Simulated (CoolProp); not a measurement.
Vapour-liquid equilibrium of CHF3 (R23) (1) + C2F6 (R116) (2) at 0.0625 MPa; x and y are mole fractions of (1).

Computed with CoolProp (multi-fluid Helmholtz-energy mixture model, Penoncello 2003 and Lemmon 2006; pair parameters Bell 2016).

Q: Give the bubble temperature and the first vapour's composition at x = 0.35, 0.65, 0.85. Is there an azeotrope?

A: x = 0.35: 177.7 K, y = 0.532; x = 0.65: 177.6 K, y = 0.572; x = 0.85: 178.5 K, y = 0.658. y crosses x between x = 0.55 and 0.65: the model has an azeotrope there.

Pair parameters are fitted to limited data, so mixtures are less certain than the pure fluids.
